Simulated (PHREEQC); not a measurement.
Acid rinse or clean (model solution)

Dissolve 0.057 mol HCl, 0.00036 mol NiCl2 and 0.00095 mol KCl per kg of water at 20 °C. It is in equilibrium with CO2 at log p = -3.5 (atm). Otherwise closed; pH follows from the charge balance.

All values are PHREEQC results (ion-association model, wateq4f.dat), not measurements.

Each row changes one thing in this solution. This is a speciation only: nothing precipitates in the calculation.

```
case                                     pH  HCO3- (mol/kgw)
-------------------------------------  ----  ---------------
as made                                1.32         1.29e-10
HCl left out                            ___          2.25e-6
NiCl2 from 0.00036 to 0.00018 mol/kgw  1.32         1.29e-10
temperature from 20 to 10 °C           1.31              ___
NiCl2 left out                         1.31         1.29e-10
0.068 mol/kgw Mn(NO3)2 added            ___         1.55e-10
```

Question: Fill in the missing entries.

Answer: 
- HCl left out, pH: 5.62
- temperature from 20 to 10 °C, HCO3- (mol/kgw): 1.47e-10
- 0.068 mol/kgw Mn(NO3)2 added, pH: 1.35

Complexes and solids missing from the database can't appear. Away from 25 °C the constants follow the database's enthalpies or fits; those with neither stay at their 25 °C values.
